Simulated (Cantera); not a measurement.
Charge: 1 mol HF, 0.19 mol H₂O, at 550 K and 1.00 Torr.

Method: chemical equilibrium by Gibbs-energy minimisation in Cantera with the NASA 1993 tables (ideal gas, pure condensed phases). Candidate condensed phases: H₂O; 22 gas species. The numbers say what is thermodynamically allowed, not how fast it happens.

Base state: HF 0.840, H₂O 0.160 (mole fractions); condensed: gas only.

Q: What changes in the equilibrium state with this change: temperature from 550 K to 1975 K?

A: 
```json
[
 {"species": "HF", "before": "0.840", "after": "0.831"},
 {"species": "H₂O", "before": "0.160", "after": "0.141"},
 {"species": "H₂", "before": "<1e-9", "after": "0.0124"},
 {"species": "O₂", "before": "<1e-9", "after": "0.00552"},
 {"species": "OH", "before": "<1e-9", "after": "0.00453"}
]
```
